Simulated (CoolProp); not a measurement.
Vapour-liquid equilibrium of R114 (1) + n-pentane (2) at 342.5 K; x and y are mole fractions of (1).

The numbers come from the multi-fluid Helmholtz-energy mixture model, Platzer 1990 and Thol 2019; pair parameters Bell 2016 in CoolProp. This equation is an older, rougher fit; its heat capacities, sound speeds and derivatives of the liquid may be far off and weren't checked against measurements.

Q: Give the bubble pressure and the first vapour's composition at x = 0.35, 0.575, 0.95. Is there an azeotrope?

A: x = 0.35: 4.973 bar, y = 0.588; x = 0.575: 5.930 bar, y = 0.744; x = 0.95: 7.150 bar, y = 0.965. No azeotrope shows between x = 0.05 and 0.95.

The pair parameters rest on a limited set of measurements; away from them the model extrapolates.
